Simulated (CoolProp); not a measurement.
Vapour-liquid equilibrium of R152A (1) + n-pentane (2) at 349.7 K; x and y are mole fractions of (1).

Computed with CoolProp (multi-fluid Helmholtz-energy mixture model, Outcalt 1996 and Thol 2019; pair parameters Bell 2016).

```json
[
 {"x": "0.05", "bubble pressure (MPa)": "0.5457", "y at the bubble point": "0.374", "dew pressure at overall composition x (MPa)": "0.3556", "liquid density (mol/L)": "7.950"},
 {"x": "0.2", "bubble pressure (MPa)": "1.024", "y at the bubble point": "0.669", "dew pressure at overall composition x (MPa)": "0.4248", "liquid density (mol/L)": "8.280"},
 {"x": "0.35", "bubble pressure (MPa)": "1.336", "y at the bubble point": "0.756", "dew pressure at overall composition x (MPa)": "0.5254", "liquid density (mol/L)": "8.626"},
 {"x": "0.5", "bubble pressure (MPa)": "1.556", "y at the bubble point": "0.805", "dew pressure at overall composition x (MPa)": "0.6848", "liquid density (mol/L)": "9.004"},
 {"x": "0.65", "bubble pressure (MPa)": "1.743", "y at the bubble point": "0.847", "dew pressure at overall composition x (MPa)": "0.9716", "liquid density (mol/L)": "9.447"},
 {"x": "0.8", "bubble pressure (MPa)": "1.928", "y at the bubble point": "0.897", "dew pressure at overall composition x (MPa)": "1.535", "liquid density (mol/L)": "10.02"},
 {"x": "0.95", "bubble pressure (MPa)": "2.117", "y at the bubble point": "0.968", "dew pressure at overall composition x (MPa)": "2.076", "liquid density (mol/L)": "10.84"}
]
```

No azeotrope shows between x = 0.05 and 0.95.

The pair parameters rest on a limited set of measurements; away from them the model extrapolates.
